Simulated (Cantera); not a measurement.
An adiabatic, constant-pressure homogeneous reactor starts with C3H8 : O2 : N2 = 1 : 8.93 : 71 (molar parts), at 1425 K and 3.50 bar.

Computed with Cantera and GRI-Mech 3.0 (53 species, 325 reactions). GRI-Mech 3.0 was tuned for natural gas; its chemistry of propane as a main component is partial and can be far from experiment.

Question: Predict: time of steepest temperature rise; temperature at 2.00 s; equilibrium temperature; x(O2) at 2.00 s; x(CO2) at 2.00 s; x(H2) at 2.00 s; x(H2O) at 2.00 s.

Answer: 
- time of steepest temperature rise: 0.121 ms
- temperature at 2.00 s: 2082 K
- equilibrium temperature: 2082 K
- x(O2) at 2.00 s: 0.0455 (gas-phase equilibrium 0.0454)
- x(CO2) at 2.00 s: 0.0364 (gas-phase equilibrium 0.0364)
- x(H2) at 2.00 s: 6.37e-5 (gas-phase equilibrium 6.36e-5)
- x(H2O) at 2.00 s: 0.0482 (gas-phase equilibrium 0.0482)
